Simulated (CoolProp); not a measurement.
The numbers come from the reference Helmholtz-energy equation of state, Thol 2018 in CoolProp.

### Question
For hydrogen chloride, give the phase and the Z, cv (kJ/(kg K)), speed of sound (m/s), fugacity coefficient at 237.2 K and 0.465 MPa.

### Answer
- 237.2 K and 0.465 MPa: gas; Z 0.939, cv 0.638, speed of sound 265, fugacity coefficient 0.942
